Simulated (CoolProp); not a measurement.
Vapour-liquid equilibrium of acetone (1) + benzene (2) at 353.4 K; x and y are mole fractions of (1).

The numbers come from the multi-fluid Helmholtz-energy mixture model, Lemmon 2006 and Thol 2012; pair parameters Bell 2016 in CoolProp.

| x | bubble pressure (kPa) | y at the bubble point | dew pressure at overall composition x (kPa) | liquid density (mol/L) |
|---|---|---|---|---|
| 0.05 | 111.5 | 0.127 | 105.5 | 10.48 |
| 0.15 | 128.2 | 0.311 | 113.3 | 10.64 |
| 0.25 | 142.5 | 0.441 | 122.2 | 10.80 |
| 0.35 | 155.1 | 0.543 | 132.3 | 10.97 |
| 0.45 | 166.4 | 0.628 | 143.6 | 11.15 |
| 0.55 | 176.7 | 0.703 | 156.0 | 11.35 |
| 0.65 | 186.4 | 0.772 | 169.4 | 11.55 |
| 0.75 | 195.6 | 0.838 | 183.3 | 11.77 |
| 0.85 | 204.5 | 0.903 | 197.3 | 12.01 |
| 0.95 | 212.9 | 0.967 | 210.7 | 12.26 |

No azeotrope shows between x = 0.05 and 0.95.

The pair parameters rest on a limited set of measurements; away from them the model extrapolates.
